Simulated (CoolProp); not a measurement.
Vapour pressure (MPa) of n-perfluorohexane: the reference equation beside estimates from Tc = 174.9 °C, pc = 1.742 MPa, ω = 0.497.

Values from CoolProp's reference Helmholtz-energy equation of state, Gao 2022.

```json
[
 {"T (°C)": "32.65", "reference": "0.04068", "van der Waals": "0.3066", "Peng-Robinson": "0.04117"},
 {"T (°C)": "35.85", "reference": "0.04631", "van der Waals": "0.3236", "Peng-Robinson": "0.04679"},
 {"T (°C)": "38.95", "reference": "0.05234", "van der Waals": "0.3407", "Peng-Robinson": "0.05280"},
 {"T (°C)": "42.15", "reference": "0.05921", "van der Waals": "0.3589", "Peng-Robinson": "0.05965"},
 {"T (°C)": "45.25", "reference": "0.06652", "van der Waals": "0.3771", "Peng-Robinson": "0.06693"},
 {"T (°C)": "48.35", "reference": "0.07452", "van der Waals": "0.3959", "Peng-Robinson": "0.07492"},
 {"T (°C)": "51.55", "reference": "0.08356", "van der Waals": "0.4159", "Peng-Robinson": "0.08393"},
 {"T (°C)": "54.65", "reference": "0.09311", "van der Waals": "0.4360", "Peng-Robinson": "0.09346"},
 {"T (°C)": "57.75", "reference": "0.1035", "van der Waals": "0.4566", "Peng-Robinson": "0.1038"},
 {"T (°C)": "60.95", "reference": "0.1151", "van der Waals": "0.4786", "Peng-Robinson": "0.1155"},
 {"T (°C)": "64.05", "reference": "0.1274", "van der Waals": "0.5005", "Peng-Robinson": "0.1277"}
]
```

Absolute difference from the reference over all 11 rows, mean and median: van der Waals 447.6 and 431.3 %, Peng-Robinson 0.6 and 0.5 %.
